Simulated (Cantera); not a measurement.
A perfectly stirred reactor is fed with 3.16 % CH4, 4.75 % CO, 19.3 % O2, 72.8 % N2, at 5.10 bar; it is adiabatic with a 398 K inlet, and is followed from long to short residence time, starting on the burning branch (τ in s: 0.048, 0.02, 0.0081, 0.0033, 0.0014, 0.00056, 0.00023, 9.4e-05, 3.8e-05, 1.6e-05, 6.5e-06).

Model: GRI-Mech 3.0 (53 species, 325 reactions), integrated in Cantera.

One state of this run: T (K) = 1502; x CH4 = 0.000144; x CO = 0.00466; x O2 = 0.111; x NO = 1.35e-6; x CH2O = 1.44e-5; x CO2 = 0.0760; x N2O = 2.74e-6. x: mole fraction; the columns are a selection and need not sum to one.

Q: Which value of τ (s) does it belong to?
A) 0.00023
B) 3.8e-5
C) 0.0033
D) 0.0081

A: C, 0.0033
